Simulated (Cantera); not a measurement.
A jet of CH₄ : O₂ : N₂ = 0.025 : 0.073 : 0.79 (molar parts), equivalence ratio 0.68 at 300 K and 3900 Pa hits a platinum plate 2.6 cm away at a mass flux of 0.027 kg/m²/s; the plate temperature is set and raised in steps from an oxygen-covered start.

Detailed kinetics in Cantera: Deutschmann's 1995 Pt surface mechanism with GRI-Mech 3.0 gas chemistry. Catalytic surfaces can have several steady states; this one follows from the mechanism file's or the stated starting coverage.

x: mole fraction at the wall; θ: surface coverage.

```
plate T (K)  wall x CH₄  wall x O₂  wall x H₂O  wall x OH  wall x CO  wall x CO₂  θ free Pt   θ O*
-----------  ----------  ---------  ----------  ---------  ---------  ----------  ---------  -----
950              0.0154     0.0551      0.0238          ?    1.01e-5      0.0156      0.360  0.639
1000             0.0123     0.0486      0.0295          ?    1.12e-5      0.0193      0.442  0.557
1050            0.00997     0.0437      0.0337          ?    1.25e-5      0.0221      0.521  0.478
1100            0.00829     0.0402      0.0368          ?    1.43e-5      0.0241      0.595  0.405
1150            0.00708     0.0377      0.0389          ?    1.67e-5      0.0255      0.662  0.337
```

What belongs in the gaps?


- 950, wall x OH: 1.06e-7
- 1000, wall x OH: 2.89e-7
- 1050, wall x OH: 6.95e-7
- 1100, wall x OH: 1.51e-6
- 1150, wall x OH: 2.99e-6
